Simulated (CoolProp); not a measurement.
Vapour-liquid equilibrium of R22 (1) + R152A (2) at 46.05 °C; x and y are mole fractions of (1).

The numbers come from the multi-fluid Helmholtz-energy mixture model, Kamei 1995 and Outcalt 1996; pair parameters Bell 2016 in CoolProp.

```json
[
 {"x": "0.05", "bubble pressure, mixture model (MPa)": "1.091", "bubble pressure, Raoult's law (MPa)": "1.101", "y, mixture model": "0.067", "y, Raoult's law": "0.081"},
 {"x": "0.125", "bubble pressure, mixture model (MPa)": "1.130", "bubble pressure, Raoult's law (MPa)": "1.154", "y, mixture model": "0.164", "y, Raoult's law": "0.192"},
 {"x": "0.2", "bubble pressure, mixture model (MPa)": "1.171", "bubble pressure, Raoult's law (MPa)": "1.207", "y, mixture model": "0.257", "y, Raoult's law": "0.294"},
 {"x": "0.275", "bubble pressure, mixture model (MPa)": "___", "bubble pressure, Raoult's law (MPa)": "1.260", "y, mixture model": "0.346", "y, Raoult's law": "0.387"},
 {"x": "0.35", "bubble pressure, mixture model (MPa)": "___", "bubble pressure, Raoult's law (MPa)": "1.313", "y, mixture model": "0.431", "y, Raoult's law": "0.473"},
 {"x": "0.425", "bubble pressure, mixture model (MPa)": "1.307", "bubble pressure, Raoult's law (MPa)": "1.366", "y, mixture model": "0.512", "y, Raoult's law": "0.552"},
 {"x": "0.5", "bubble pressure, mixture model (MPa)": "1.358", "bubble pressure, Raoult's law (MPa)": "1.419", "y, mixture model": "0.590", "y, Raoult's law": "0.625"},
 {"x": "0.575", "bubble pressure, mixture model (MPa)": "1.411", "bubble pressure, Raoult's law (MPa)": "1.472", "y, mixture model": "0.663", "y, Raoult's law": "0.692"},
 {"x": "0.65", "bubble pressure, mixture model (MPa)": "1.468", "bubble pressure, Raoult's law (MPa)": "1.525", "y, mixture model": "___", "y, Raoult's law": "0.756"},
 {"x": "0.725", "bubble pressure, mixture model (MPa)": "1.528", "bubble pressure, Raoult's law (MPa)": "1.578", "y, mixture model": "0.798", "y, Raoult's law": "0.814"},
 {"x": "0.8", "bubble pressure, mixture model (MPa)": "___", "bubble pressure, Raoult's law (MPa)": "1.631", "y, mixture model": "0.859", "y, Raoult's law": "0.869"},
 {"x": "0.875", "bubble pressure, mixture model (MPa)": "___", "bubble pressure, Raoult's law (MPa)": "1.684", "y, mixture model": "0.916", "y, Raoult's law": "0.921"},
 {"x": "0.95", "bubble pressure, mixture model (MPa)": "1.725", "bubble pressure, Raoult's law (MPa)": "1.737", "y, mixture model": "0.968", "y, Raoult's law": "0.969"}
]
```

### Question
Some entries are withheld; supply them.

### Answer

- 0.275, bubble pressure, mixture model (MPa): 1.214
- 0.35, bubble pressure, mixture model (MPa): 1.259
- 0.65, y, mixture model: 0.733
- 0.8, bubble pressure, mixture model (MPa): 1.591
- 0.875, bubble pressure, mixture model (MPa): 1.656

The largest gap from Raoult's law is -4.3 % in bubble pressure, at x = 0.5. No azeotrope shows between x = 0.05 and 0.95.

The pair parameters rest on a limited set of measurements; away from them the model extrapolates.
